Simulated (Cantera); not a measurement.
What does this Cantera script print?

```python
import numpy as np
import cantera as ct

gas_names = """
    C CO COS CO2 CS CS2 C2 C2O C3 C3O2 C4 C5 Mg MgO MgS Mg2 O O2 O3 S SO SO2 SO3 S2 S2O S8
""".split()
cond_names = """
    C(gr) Mg(cr) Mg(L) MgCO3(s) MgO(s) MgO(L) MgS(s) MgSO4(s) MgSO4(L) S(cr1) S(cr2) S(L)
""".split()


# ... load() reads the species with a 1 bar reference pressure and builds the phases ...
atoms = {
    'MgCO3': {'Mg': 1, 'C': 1, 'O': 3},
    'SO3': {'S': 1, 'O': 3},
    'O2': {'O': 2},
}
top_T = {'C(gr)': 4500, 'MgS(s)': 2250}  # K; cautious upper limits of use, not melting points


# ... equilibrate(T, P, feed) seeds the gas with the atoms and calls Mixture.equilibrate('TP', solver="vcs", rtol=1e-11, max_steps=5000) ...
results = []
feed = {'MgCO3': 1, 'SO3': 0.36, 'O2': 0.12}  # mol
P = 12000  # Pa
for T in [623, 723, 823, 923, 1023, 1123, 1223, 1323, 1423, 1523, 1623, 1723, 1823, 1923]:
    mix = equilibrate(T, P, feed)
    results.append((T, P, feed, dict(zip(mix.species_names, mix.species_moles))))

top = {s: max(r[3][s] / sum(r[3][g] for g in gas_names) for r in results) for s in gas_names}
cols = sorted((s for s in top if top[s] > 1e-05), key=lambda s: -top[s])[:9]
seen = [c for c in cond_names if any(r[3].get(c, 0) > 1e-12 for r in results)]
print("log10 of partial pressures in bar; condensed amounts in mol")
print(f"{'T/K':>10s}" + "".join(f"{s[:9]:>10s}" for s in cols + seen))
for T, P, feed, n in results:
    ng = sum(n[g] for g in gas_names)
    print(f"{T:10.4g}" + "".join(f"{np.log10(max(n[s] / ng * P / 1e5, 1e-99)):10.3f}" for s in cols)
          + "".join(f"{n.get(c, 0):10.4g}" for c in seen))
```

Output:

```
log10 of partial pressures in bar; condensed amounts in mol
       T/K       CO2       SO2        O2       SO3        CO         O        SO    MgO(s)  MgSO4(s)
       623    -0.970   -16.626    -1.891   -14.204   -19.194   -18.709   -36.964      0.64      0.36
       723    -0.970   -12.189    -1.891   -10.912   -15.906   -15.794   -29.017      0.64      0.36
       823    -0.970    -8.847    -1.891    -8.434   -13.419   -13.584   -23.017      0.64      0.36
       923    -0.970    -6.244    -1.891    -6.506   -11.472   -11.849   -18.334      0.64      0.36
      1023    -0.970    -4.164    -1.890    -4.967    -9.909   -10.452   -14.581    0.6407    0.3593
      1123    -0.989    -2.485    -1.856    -3.714    -8.661    -9.285   -11.544    0.6738    0.3262
      1223    -1.139    -1.597    -1.670    -3.101    -7.832    -8.229    -9.598         1         0
      1323    -1.140    -1.591    -1.667    -3.405    -6.926    -7.409    -8.618         1         0
      1423    -1.141    -1.588    -1.666    -3.668    -6.147    -6.704    -7.778         1         0
      1523    -1.141    -1.587    -1.665    -3.897    -5.471    -6.091    -7.050         1         0
      1623    -1.141    -1.586    -1.664    -4.097    -4.880    -5.553    -6.411         1         0
      1723    -1.141    -1.586    -1.664    -4.273    -4.358    -5.077    -5.848         1         0
      1823    -1.142    -1.586    -1.663    -4.430    -3.895    -4.653    -5.347         1         0
      1923    -1.144    -1.586    -1.662    -4.570    -3.482    -4.272    -4.899         1         0
```

These are equilibrium values from Cantera (NASA tables, ideal gas, pure condensed phases), not measurements of a reactor. Mutual solubility and eutectic melting of coexisting phases are not modelled.
